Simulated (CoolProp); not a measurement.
The fluid at 405.24 K and 0.695 MPa is throttled through a valve to 0.241 MPa with no heat exchange. The same conditions are run with several fluids, on thermodynamics alone (safety and materials aside).

Model: reference Helmholtz-energy equation of state of each fluid (sulfur dioxide: Gao 2016; nitrogen: Span 2000; cis-2-butene: Lemmon 2005; R123: Younglove 1994; trans-2-butene: Lemmon 2005), in CoolProp.

Rank sulfur dioxide, nitrogen, cis-2-butene, R123, trans-2-butene by temperature change (K), highest first.

nitrogen (-0.4), trans-2-butene (-5.2), cis-2-butene (-5.4), sulfur dioxide (-6.8), R123 (-7.1)

```json
[
 {"fluid": "sulfur dioxide", "final density (kg/m³)": "4.73"},
 {"fluid": "nitrogen", "final density (kg/m³)": "2.00"},
 {"fluid": "cis-2-butene", "final density (kg/m³)": "4.18"},
 {"fluid": "R123", "final density (kg/m³)": "11.6"},
 {"fluid": "trans-2-butene", "final density (kg/m³)": "4.18"}
]
```
